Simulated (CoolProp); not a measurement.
Saturation properties of R1224YDZ (Tc = 428.7 K, pc = 3334 kPa, ω = 0.325).

The numbers come from the reference Helmholtz-energy equation of state, Akasaka 2023 in CoolProp.

```json
[
 {"T (K)": "251.2", "p (kPa)": "18.97", "liquid density (kg/m³)": "1482", "vapour density (kg/m³)": "1.373", "enthalpy of vaporisation (kJ/kg)": "186.4", "liquid cp (kJ/(kg K))": "1.068"},
 {"T (K)": "254.1", "p (kPa)": "22.12", "liquid density (kg/m³)": "[?]", "vapour density (kg/m³)": "[?]", "enthalpy of vaporisation (kJ/kg)": "185.1", "liquid cp (kJ/(kg K))": "1.072"},
 {"T (K)": "257.1", "p (kPa)": "25.82", "liquid density (kg/m³)": "[?]", "vapour density (kg/m³)": "1.832", "enthalpy of vaporisation (kJ/kg)": "183.7", "liquid cp (kJ/(kg K))": "1.077"},
 {"T (K)": "260", "p (kPa)": "29.85", "liquid density (kg/m³)": "1460", "vapour density (kg/m³)": "2.099", "enthalpy of vaporisation (kJ/kg)": "182.4", "liquid cp (kJ/(kg K))": "1.081"},
 {"T (K)": "263", "p (kPa)": "34.55", "liquid density (kg/m³)": "1452", "vapour density (kg/m³)": "2.406", "enthalpy of vaporisation (kJ/kg)": "181.1", "liquid cp (kJ/(kg K))": "1.086"},
 {"T (K)": "265.9", "p (kPa)": "39.64", "liquid density (kg/m³)": "1445", "vapour density (kg/m³)": "[?]", "enthalpy of vaporisation (kJ/kg)": "179.7", "liquid cp (kJ/(kg K))": "1.090"},
 {"T (K)": "268.8", "p (kPa)": "45.31", "liquid density (kg/m³)": "1438", "vapour density (kg/m³)": "3.103", "enthalpy of vaporisation (kJ/kg)": "178.4", "liquid cp (kJ/(kg K))": "1.095"},
 {"T (K)": "271.8", "p (kPa)": "51.85", "liquid density (kg/m³)": "1430", "vapour density (kg/m³)": "3.521", "enthalpy of vaporisation (kJ/kg)": "177.0", "liquid cp (kJ/(kg K))": "1.100"},
 {"T (K)": "274.7", "p (kPa)": "58.87", "liquid density (kg/m³)": "1422", "vapour density (kg/m³)": "3.966", "enthalpy of vaporisation (kJ/kg)": "175.7", "liquid cp (kJ/(kg K))": "1.105"},
 {"T (K)": "277.6", "p (kPa)": "66.63", "liquid density (kg/m³)": "1415", "vapour density (kg/m³)": "4.454", "enthalpy of vaporisation (kJ/kg)": "174.4", "liquid cp (kJ/(kg K))": "1.110"}
]
```

### Question
Complete the blanks.

### Answer

- 254.1, liquid density (kg/m³): 1475
- 254.1, vapour density (kg/m³): 1.585
- 257.1, liquid density (kg/m³): 1467
- 265.9, vapour density (kg/m³): 2.737

It boils at 288.0 K under 1 atm.
